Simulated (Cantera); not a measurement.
**Nitride etching: Si₃N₄ + O₂ + N₂**

Charge: 1 mol Si₃N₄, 0.12 mol O₂, 4.4 mol N₂, at 133 Pa.

Method: chemical equilibrium by Gibbs-energy minimisation in Cantera with the NASA 1993 tables (ideal gas, pure condensed phases). Candidate condensed phases: Si, SiO₂, Si₂N₂O, Si₃N₄; 16 gas species. Mutual solubility and eutectic melting of coexisting phases are not modelled. The tables' values for SiN are old estimates; treat these amounts as uncertain. Rates play no part.

```csv
T (K),x N₂,x SiO,x Si,x Si₂N,x SiN,x Si₂,n Si₂N₂O(s),n Si₃N₄(s),n Si(l)
1650,0.986,0.0143,0.000131,3.90e-6,3.40e-6,2.87e-7,0.175,0.862,0
1675,0.973,0.0268,0.000279,1.02e-5,6.61e-6,9.29e-7,0.115,0.881,0
1700,0.963,0.0361,0.000509,1.99e-5,1.10e-5,2.23e-6,0,0,2.76
1725,0.963,0.0361,0.000761,2.67e-5,1.52e-5,3.63e-6,0,0,2.75
1750,0.963,0.0361,0.00113,3.54e-5,2.08e-5,5.82e-6,0,0,2.75
1775,0.962,0.0361,0.00165,4.65e-5,2.81e-5,9.21e-6,0,0,2.75
1800,0.961,0.0361,0.00238,6.07e-5,3.78e-5,1.44e-5,0,0,2.74
```
x: gas mole fraction; n: condensed amount in mol.

From 1650 K to 1675 K the condensed part is Si₂N₂O(s) + Si₃N₄(s). From 1700 K to 1800 K the condensed part is Si(l). The main Si-bearing gas is SiO throughout. The share of Si in condensed phases is highest at 1650 K (97.8 %) and lowest at 1800 K (91.4 %).
